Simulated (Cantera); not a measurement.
An isothermal, constant-pressure homogeneous reactor starts with H2 : O2 : N2 = 0.46 : 1 : 4.5 (molar parts), at 848 K and 0.170 bar.

Cantera simulation using the H2/O2 subset of GRI-Mech 3.0, which has no nitrogen chemistry; the numbers are that mechanism's predictions, not measurements. Below about 950 K walls govern HO2 and H2O2 in real vessels. The temperature is held fixed by assumption; the heat of reaction is taken as removed at once.

One state of this run: x H2 = 0.0118; x O2 = 0.139; x H2O = 0.0680; x O = 1.23e-7; x OH = 4.96e-8. x: mole fraction; the columns are a selection and need not sum to one.

Problem. Which value of t (s) does it belong to?
A. 0.000800
B. 1.70
C. 0.250
D. 0.0141

Solution. C, 0.250
